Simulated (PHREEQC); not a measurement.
## Metal-bearing waste water

Dissolve 0.0012 mol Al2(SO4)3, 0.023 mol CaCl2 and 0.016 mol H2SO4 per kg of water at 25 °C. Closed to the air; pH follows from the charge balance.

The numbers come from PHREEQC with the ion-association model, phreeqc.dat.

Each row changes one thing in this solution. This is a speciation only: nothing precipitates in the calculation.

```csv
case,pH,ionic strength (mol/kgw),SO4-2 (mol/kgw),HSO4- (mol/kgw)
as made,1.69,0.0952,0.00703,0.00673
H2SO4 left out,…,0.0775,0.00167,6.43e-6
Al2(SO4)3 left out,1.68,…,0.00611,0.00612
temperature from 25 to 50 °C,1.73,0.0927,0.00551,0.00855
diluted 10-fold with water,2.57,0.0113,0.00135,0.000255
H2SO4 from 0.016 to 0.024 mol/kgw,1.54,0.105,0.00892,…
CaCl2 left out,…,0.0350,0.00805,0.00932
```

**Question.** Complete the blanks.

**Answer.** 
- H2SO4 left out, pH: 4.11
- Al2(SO4)3 left out, ionic strength (mol/kgw): 0.0897
- H2SO4 from 0.016 to 0.024 mol/kgw, HSO4- (mol/kgw): 0.0118
- CaCl2 left out, pH: 1.71

Species that the database lacks are ignored. Some of these states are supersaturated (in Gibbsite (slow to form), for instance). Constants without temperature data keep their 25 °C values here.
